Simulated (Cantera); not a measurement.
Charge: 1 mol CO, 2.3 mol H2, at 1600 K and 75.0 Torr.

Equilibrium computed with Cantera from the NASA thermochemical tables; the gas is ideal and each condensed phase is pure. Candidate condensed phases: C, C6H6, C7H8, C8H18, H2O; 110 gas species. The numbers say what is thermodynamically allowed, not how fast it happens.

Question: What is the equilibrium state?

Answer: 
```
Item                                       Result
--------------------------------------  ---------
x(H2)                                       0.697
x(CO)                                       0.303
x(H)                                     0.000144
x(H2O)                                    3.97e-5
x(CH4)                                    3.69e-5
x(CO2)                                    5.74e-6
x(C2H2 (acetylene))                       4.15e-6
gas amount                              3.300 mol
log10 activity of C(graphite) (absent)      -0.33
```
